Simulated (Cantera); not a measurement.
NO annealing gas

An isothermal, constant-pressure homogeneous reactor starts with NO : N2 = 6.6 : 0.45 (molar parts), at 1973 K and 2670 Pa.

Cantera simulation using GRI-Mech 3.0 (53 species, 325 reactions); the numbers are that mechanism's predictions, not measurements. Radical loss at walls, strong at low pressure, is not modelled.

```json
[
 {"t (s)": "4.00e-6", "x NO": "0.936", "x NO2": "1.05e-11", "x N2O": "8.90e-8", "x O": "8.90e-8", "x N2": "0.0638", "x O2": "5.89e-12"},
 {"t (s)": "2.45e-5", "x NO": "0.936", "x NO2": "3.98e-10", "x N2O": "5.45e-7", "x O": "5.46e-7", "x N2": "0.0638", "x O2": "2.23e-10"},
 {"t (s)": "0.000150", "x NO": "0.936", "x NO2": "1.47e-8", "x N2O": "3.33e-6", "x O": "3.35e-6", "x N2": "0.0638", "x O2": "8.36e-9"},
 {"t (s)": "0.000922", "x NO": "0.936", "x NO2": "5.07e-7", "x N2O": "2.00e-5", "x O": "2.05e-5", "x N2": "0.0638", "x O2": "3.17e-7"},
 {"t (s)": "0.00566", "x NO": "0.936", "x NO2": "1.15e-5", "x N2O": "0.000107", "x O": "0.000128", "x N2": "0.0639", "x O2": "1.38e-5"},
 {"t (s)": "0.0347", "x NO": "0.934", "x NO2": "4.58e-5", "x N2O": "0.000299", "x O": "0.000512", "x N2": "0.0646", "x O2": "0.000674"},
 {"t (s)": "0.213", "x NO": "0.920", "x NO2": "6.18e-5", "x N2O": "0.000299", "x O": "0.000629", "x N2": "0.0715", "x O2": "0.00752"},
 {"t (s)": "1.30", "x NO": "0.829", "x NO2": "0.000116", "x N2O": "0.000216", "x O": "0.000954", "x N2": "0.117", "x O2": "0.0527"},
 {"t (s)": "8.00", "x NO": "0.364", "x NO2": "0.000123", "x N2O": "3.21e-5", "x O": "0.00183", "x N2": "0.350", "x O2": "0.285"}
]
```
x: mole fraction; the columns are a selection and need not sum to one.

Equilibrium at this temperature and pressure: NO 0.00865, NO2 3.78e-6, N2O 6.51e-8, O 0.00227, N2 0.527, O2 0.462 (gas phase only).
